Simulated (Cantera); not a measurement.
Feed: 1 mol MgO, 4.1 mol HF, 83 mol N₂, equilibrated at 1.00 bar.

Equilibrium computed with Cantera from the NASA thermochemical tables; the gas is ideal and each condensed phase is pure. Candidate condensed phases: H₂O, Mg, MgF₂, MgO, Mg(OH)₂; 50 gas species. Mutual solubility and eutectic melting of coexisting phases are not modelled. Rates play no part.

x: gas mole fraction; n: condensed amount in mol.

```csv
T (K),x N₂,x HF,x H₂O,x MgF₂,x H₂,n MgF₂(s),n MgO(s),n MgF₂(l)
1175,0.964,0.0244,0.0116,1.35e-8,2.96e-7,1.000,0,0
1225,0.964,0.0244,0.0116,6.54e-8,5.96e-7,1.000,0,0
1275,0.964,0.0244,0.0116,2.79e-7,1.14e-6,1.000,0,0
1325,0.964,0.0244,0.0116,1.06e-6,2.07e-6,1.000,0,0
1375,0.964,0.0244,0.0116,3.66e-6,3.61e-6,1.000,0,0
1425,0.964,0.0244,0.0116,1.15e-5,6.06e-6,0.999,0,0
1475,0.964,0.0247,0.0114,[?],[?],0.982,[?],0
1525,0.962,[?],[?],[?],[?],[?],[?],0
1575,0.960,0.0325,0.00746,0.000202,1.80e-5,0,0.353,0.629
1625,0.958,0.0350,0.00612,0.000417,2.39e-5,0,0.467,0.496
```

### Question
Some entries are withheld; supply them.

### Answer

- 1475, x MgF₂: 3.34e-5
- 1475, x H₂: 9.73e-6
- 1475, n MgO(s): 0.0150
- 1525, x HF: 0.0292
- 1525, x H₂O: 0.00912
- 1525, x MgF₂: 8.99e-5
- 1525, x H₂: 1.33e-5
- 1525, n MgF₂(s): 0.780
- 1525, n MgO(s): 0.212
